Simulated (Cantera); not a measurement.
Source: NASA polynomial tables (part measured, part estimated), evaluated in Cantera. Values are per mole of reaction as written; species without (g) are pure solids or liquids, kept so even where they would boil at 1 bar.

5 O₃(g) + 6 V → 3 V₂O₅

| T (K) | ΔH° (kJ) | ΔS° (J/K) | ΔG° (kJ) | log10 K | condensed phases |
|---|---|---|---|---|---|
| 1600 | ? | ? | ? | ? | V(s), V₂O₅(l) |
| 1700 | ? | ? | ? | ? | V(s), V₂O₅(l) |
| 1800 | -5044.4 | -623.9 | -3921.5 | 113.80 | V(s), V₂O₅(l) |
| 1900 | ? | ? | ? | ? | V(s), V₂O₅(l) |
| 2000 | -5043.8 | -623.5 | -3796.8 | 99.16 | V(s), V₂O₅(l) |
| 2100 | -5046.4 | -624.8 | -3734.4 | 92.89 | V(s), V₂O₅(l) |
| 2200 | -5188.5 | -689.7 | -3671.2 | 87.16 | V(l), V₂O₅(l) |
| 2300 | ? | ? | ? | ? | V(l), V₂O₅(l) |
| 2400 | -5205.2 | -697.0 | -3532.5 | 76.88 | V(l), V₂O₅(l) |

Question: Fill in the missing entries.

Answer: 
- 1600, ΔH° (kJ): -5052.3
- 1600, ΔS° (J/K): -628.5
- 1600, ΔG° (kJ): -4046.6
- 1600, log10 K: 132.11
- 1700, ΔH° (kJ): -5047.5
- 1700, ΔS° (J/K): -625.6
- 1700, ΔG° (kJ): -3983.9
- 1700, log10 K: 122.41
- 1900, ΔH° (kJ): -5043.1
- 1900, ΔS° (J/K): -623.2
- 1900, ΔG° (kJ): -3859.1
- 1900, log10 K: 106.09
- 2300, ΔH° (kJ): -5196.3
- 2300, ΔS° (J/K): -693.2
- 2300, ΔG° (kJ): -3602.0
- 2300, log10 K: 81.80
